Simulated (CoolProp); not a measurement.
Saturation properties of R22.

Computed with CoolProp (reference Helmholtz-energy equation of state, Kamei 1995).

```csv
T (K),p (bar),enthalpy of vaporisation (kJ/kg),liquid cp (kJ/(kg K)),liquid viscosity (µPa s)
173.9,0.02155,267.8,1.061,815
182.2,0.04451,(withheld),1.061,672
190.5,0.08541,258.3,1.062,(withheld)
198.8,0.1538,253.6,(withheld),484
207.1,0.2621,248.8,1.067,420
215.3,0.4236,244.1,1.073,368
223.6,0.6604,239.1,1.080,(withheld)
231.9,0.9925,234.0,1.089,289
240.2,(withheld),228.7,1.100,258
248.5,2.043,223.2,(withheld),232
256.8,2.817,217.4,1.130,209
265.1,(withheld),(withheld),1.149,188
```

Q: Complete the blanks.

A: 
- 182.2, enthalpy of vaporisation (kJ/kg): 263.1
- 190.5, liquid viscosity (µPa s): 566
- 198.8, liquid cp (kJ/(kg K)): 1.064
- 223.6, liquid viscosity (µPa s): 325
- 240.2, p (bar): 1.444
- 248.5, liquid cp (kJ/(kg K)): 1.114
- 265.1, p (bar): 3.799
- 265.1, enthalpy of vaporisation (kJ/kg): 211.3

It boils at 232.3 K under 1 atm.

Viscosity comes from a separate model (Bell 2016), an estimate that may be off by 10 % or more.
